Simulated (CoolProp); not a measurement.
Saturation properties of oxygen (Tc = 154.6 K, pc = 50.46 bar, ω = 0.022).

The numbers come from the reference Helmholtz-energy equation of state, Schmidt 1985 in CoolProp.

```json
[
 {"T (K)": "115", "p (bar)": "7.556", "surface tension (mN/m)": "7.24", "liquid viscosity (µPa s)": "109"},
 {"T (K)": "119.4", "p (bar)": "9.872", "surface tension (mN/m)": "6.27", "liquid viscosity (µPa s)": "98.7"},
 {"T (K)": "123.8", "p (bar)": "12.66", "surface tension (mN/m)": "5.32", "liquid viscosity (µPa s)": "89.5"},
 {"T (K)": "128.3", "p (bar)": "16.05", "surface tension (mN/m)": "4.39", "liquid viscosity (µPa s)": "80.7"},
 {"T (K)": "132.7", "p (bar)": "19.96", "surface tension (mN/m)": "3.50", "liquid viscosity (µPa s)": "72.7"},
 {"T (K)": "137.1", "p (bar)": "24.50", "surface tension (mN/m)": "2.66", "liquid viscosity (µPa s)": "65.1"},
 {"T (K)": "141.5", "p (bar)": "29.75", "surface tension (mN/m)": "1.87", "liquid viscosity (µPa s)": "57.7"},
 {"T (K)": "145.9", "p (bar)": "35.78", "surface tension (mN/m)": "1.13", "liquid viscosity (µPa s)": "50.3"}
]
```

It boils at 90.2 K under 1 atm.

Viscosity comes from a separate model (Lemmon 2004). Surface tension comes from a separate correlation (Mulero 2012).
